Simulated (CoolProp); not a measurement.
Properties of C3F8 (R218) along the isotherm 98.55 °C (Tc = 71.9 °C, pc = 2.640 MPa, ω = 0.317).

Model: reference Helmholtz-energy equation of state, Lemmon 2006, in CoolProp. It is a short technical equation, of lower accuracy than the large ones.

```csv
p (MPa),phase,cv (kJ/(kg K)),Joule-Thomson coefficient (K/MPa),viscosity (µPa s)
2,gas,0.8826,8.937,17.3
4,supercritical,0.9401,9.196,34.1
6,supercritical,0.9105,2.274,67.1
8,supercritical,0.8976,1.067,84.9
10,supercritical,0.8914,0.6198,98.3
12,supercritical,0.8879,0.3830,110
14,supercritical,0.8856,0.2349,120
16,supercritical,0.8841,0.1327,129
18,supercritical,0.8832,0.05763,138
20,supercritical,0.8826,3.709e-6,146
```

Viscosity comes from a separate model (Huber 2003), an estimate that may be off by 10 % or more.
